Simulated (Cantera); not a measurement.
Feed: 1 mol C₆H₆, 6.5 mol H₂, equilibrated at 180 Pa.

Cantera equilibrium calculation (NASA polynomials, part measured and part estimated; ideal gas, pure solids and liquids). Candidate condensed phases: C, C₆H₆, C₇H₈, C₈H₁₈; 76 gas species. Kinetics and transport are ignored. All values below are at 2000 K.

Base state: H₂ 0.962, H 0.0376, C₂H₂ (acetylene) 0.000739 (mole fractions); condensed: C(graphite).

**Question.** What changes in the equilibrium state with this change: C₆H₆ replaced by CO?

**Answer.** 
```json
[
 {"species": "H₂", "before": "0.962", "after": "0.834"},
 {"species": "CO", "before": "0", "after": "0.131"},
 {"species": "H", "before": "0.0376", "after": "0.0350"},
 {"species": "C₂H₂ (acetylene)", "before": "0.000739", "after": "4.42e-7"},
 {"species": "C(graphite), mol", "before": "5.99", "after": "0"}
]
```
Further candidate phases: H₂O.
